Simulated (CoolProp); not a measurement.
CH3F (R41) along the isobar 3780 kPa: Z from the reference equation and from simpler models built on Tc = 317.3 K, pc = 5906 kPa, ω = 0.200; each cubic takes its own stable root.

Model: reference Helmholtz-energy equation of state, Lemmon 2006, in CoolProp. It is a short technical equation, of lower accuracy than the large ones.

```csv
T (K),phase,reference,van der Waals,Soave-Redlich-Kwong
267.1,liquid,0.08175,0.1527,0.1055
278.3,liquid,0.08299,0.1563,0.1087
289.6,liquid,0.08589,0.6640,0.1153
300.9,gas,0.5956,0.7132,0.6530
312.2,gas,0.6736,0.7497,0.7143
323.5,gas,0.7255,0.7785,0.7584
334.7,gas,0.7639,0.8019,0.7924
346,gas,0.7944,0.8217,0.8201
357.3,gas,0.8193,0.8387,0.8430
368.6,gas,0.8400,0.8533,0.8624
379.9,gas,0.8575,0.8662,0.8789
391.2,gas,0.8725,0.8774,0.8931
402.4,gas,0.8854,0.8874,0.9054
413.7,gas,0.8968,0.8963,0.9163
425,gas,0.9067,0.9043,0.9259
```

At some of these states van der Waals gives the other phase, because its saturation line lies elsewhere.
